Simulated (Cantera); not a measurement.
# Ignition delay

Mixture: 16.8 % CH3OH, 16.8 % O2, 63.1 % N2, 3.36 % H2O, at 17.0 bar, adiabatic and at constant pressure. Ignition delay is the time to a rise of 400 K.

Detailed kinetics in Cantera: GRI-Mech 3.0 (53 species, 325 reactions). GRI-Mech 3.0 was tuned for natural gas; its chemistry of methanol as a main component is partial and can be far from experiment. The pressure lies above the range GRI-Mech 3.0 was tuned for (to about 10 atm).

```
T0 (K)  delay (ms)
------  ----------
1200         0.883
1275         0.267
1350        0.0933
1425        0.0372
1500        0.0166
1575       0.00823
1650       0.00444
```

| Item | Value |
|---|---|
| apparent activation energy between 1500 and 1650 K | 180 kJ/mol |
